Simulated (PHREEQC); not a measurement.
Solution (20 °C): 0.15 mmol/kgw CaSO4 and 3.8 mmol/kgw Na2HPO4. Closed to the air; pH follows from the charge balance.

Equilibrium calculation in PHREEQC: ion-association model, wateq4f.dat.

Precipitation was switched off in this run.

### Question
Predict the pH, ionic strength.

### Answer
pH 8.81; ionic strength 0.0115 mol/kgw.

### Question
In which forms is Ca present?

### Answer
CaPO4- 40 %, Ca+2 34 %, CaHPO4 26 % of the Ca.

The solution is supersaturated, for example in Hydroxyapatite, so a real one may precipitate; this is no full list. Species that the database lacks are ignored. H3PO4, which wateq4f.dat lacks, is added to it with the constant of phreeqc.dat.
